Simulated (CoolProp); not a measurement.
Vapour-liquid equilibrium of dimethyl ether (1) + isobutane (2) at 0.294 MPa; x and y are mole fractions of (1).

The numbers come from the multi-fluid Helmholtz-energy mixture model, Wu 2011 and Bücker 2006; pair parameters Bell 2016 in CoolProp.

| x | bubble temperature (K) | y at the bubble point | dew temperature at overall composition x (K) | liquid density (mol/L) |
|---|---|---|---|---|
| 0.05 | 289.7 | 0.113 | 291.1 | 9.810 |
| 0.2 | 284.3 | 0.351 | 287.8 | 10.45 |
| 0.35 | 280.9 | 0.505 | 284.3 | 11.12 |
| 0.5 | 278.7 | 0.622 | 281.0 | 11.87 |
| 0.65 | 277.2 | 0.723 | 278.2 | 12.70 |
| 0.8 | 276.2 | 0.826 | 276.4 | 13.64 |
| 0.95 | 275.9 | 0.950 | 275.9 | 14.71 |

y crosses x between x = 0.8 and 0.95: the model has an azeotrope there.

Pair parameters are fitted to limited data, so mixtures are less certain than the pure fluids.
